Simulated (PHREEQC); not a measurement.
Dissolve 0.38 mmol/kgw H2SO4, 0.036 mmol/kgw FeSO4 and 0.31 mmol/kgw Na2SO4 at 25 °C. Closed to the air; pH follows from the charge balance.

All values are PHREEQC results (ion-association model, wateq4f.dat), not measurements.

Problem. The ionic strength comes out as 0.00212 mol/kgw. What activity coefficients do Fe+2, NaSO4-, SO4-2, Na+, HSO4- get?

Solution. Fe+2 0.82, NaSO4- 0.95, SO4-2 0.82, Na+ 0.95, HSO4- 0.95.

Precipitation was switched off in this run.
